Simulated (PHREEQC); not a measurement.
PHREEQC input (Pitzer model, pitzer.dat):

```
SOLUTION 1
  temp 15
  units mol/kgw
  pH 7 charge
  Br 0.188
  Mg 0.024
  Na 0.35
  Cl 0.297
  S(6) 0.004
  Ca 0.004
  K 0.087
END
USE solution 1
INCREMENTAL_REACTIONS false
REACTION 1
  H2O -1
  0 9.886 18.011 24.689 30.178 34.689 38.397 41.444
  43.949 46.007 47.699 49.089 50.232 51.172 51.944 52.578 moles
EQUILIBRIUM_PHASES 1
  Arcanite 0 0
  Bischofite 0 0
  Bloedite 0 0
  Brucite 0 0
  Carnallite 0 0
  Epsomite 0 0
  Glaserite 0 0
  Glauberite 0 0
  Gypsum 0 0
  Anhydrite 0 0
  Halite 0 0
  Hexahydrite 0 0
  Kainite 0 0
  Kieserite 0 0
  Leonite 0 0
  Mirabilite 0 0
  Misenite 0 0
  Polyhalite 0 0
  Portlandite 0 0
  Schoenite 0 0
  Sylvite 0 0
  Syngenite 0 0
  Thenardite 0 0
  MgCl2_4H2O 0 0
SELECTED_OUTPUT 1
  -reset false
  -pH true
  -pe true
  -ionic_strength true
  -water true
  -activities H2O
  -totals Br Ca Cl K Mg Na S
  -molalities H+ Na+ K+ Mg+2 Ca+2 Cl- SO4-2 Br- OH- HSO4-
    MgOH+
  -equilibrium_phases Arcanite Bischofite Bloedite Brucite Carnallite Epsomite Glaserite Glauberite Gypsum Anhydrite
    Halite Hexahydrite Kainite Kieserite Leonite Mirabilite Misenite Polyhalite Portlandite Schoenite
    Sylvite Syngenite Thenardite MgCl2_4H2O
PRINT
  -reset false
END
```

Selected output (columns that matter, 16 of 16 rows; water left (kg) added in front):

```
water left (kg)	pH	mu	Br	Ca	Cl	K	Mg	Na	S	m_H+	m_Na+	la_H2O	Gypsum	Halite
1	6.997	0.525	0.188	0.004	0.297	0.087	0.024	0.35	0.004	1.2081e-07	0.35	-0.0068224	0	0
0.821894	6.9702	0.63877	0.22874	0.0048668	0.36136	0.10585	0.029201	0.42585	0.0048668	1.2518e-07	0.42585	-0.0083215	0	0
0.675514	6.9381	0.77719	0.27831	0.0059214	0.43967	0.12879	0.035529	0.51812	0.0059214	1.3002e-07	0.51812	-0.010166	0	0
0.555203	6.8994	0.9456	0.33861	0.0072046	0.53494	0.1567	0.043227	0.6304	0.0072046	1.3551e-07	0.6304	-0.012444	0	0
0.456313	6.8524	1.1505	0.412	0.0087659	0.65087	0.19066	0.052595	0.76702	0.0087659	1.4192e-07	0.76702	-0.015271	0	0
0.375043	6.7946	1.3998	0.50128	0.010665	0.79191	0.23197	0.063993	0.93323	0.010665	1.4969e-07	0.93323	-0.018798	0	0
0.30824	6.7229	1.7032	0.60992	0.012977	0.96354	0.28225	0.077861	1.1355	0.012977	1.5945e-07	1.1355	-0.023232	0	0
0.253345	6.6334	2.0723	0.74207	0.015789	1.1723	0.34341	0.094733	1.3815	0.015789	1.7221e-07	1.3815	-0.028855	0	0
0.208215	6.5213	2.5214	0.90291	0.019211	1.4264	0.41784	0.11527	1.681	0.019211	1.8943e-07	1.681	-0.036064	0	0
0.171138	6.3812	3.0677	1.0985	0.023373	1.7354	0.50836	0.14024	2.0451	0.023373	2.1327e-07	2.0451	-0.045409	0	0
0.140655	6.2067	3.7325	1.3366	0.028438	2.1116	0.61854	0.17063	2.4884	0.028438	2.4684e-07	2.4884	-0.0577	0	0
0.115613	5.9917	4.541	1.6261	0.034598	2.5689	0.75251	0.20759	3.0274	0.034598	2.945e-07	3.0274	-0.074084	0	0
0.0950203	5.7298	5.5251	1.9785	0.042096	3.1256	0.91559	0.25258	3.6834	0.042096	3.6226e-07	3.6834	-0.096281	0	0
0.0780632	5.4084	6.694	2.4083	0.043404	3.8046	1.1145	0.30744	4.4835	0.043404	4.6655e-07	4.4835	-0.12661	0.00061176	0
0.0641165	5.0435	7.9645	2.9322	0.036225	4.5131	1.3569	0.37432	5.3398	0.036225	6.2984e-07	5.3398	-0.16465	0.0016774	0.0076333
0.0526752	4.8999	8.3549	3.569	0.034028	4.1941	1.6516	0.45562	5.2003	0.034028	7.6911e-07	5.2003	-0.17526	0.0022076	0.076075
```
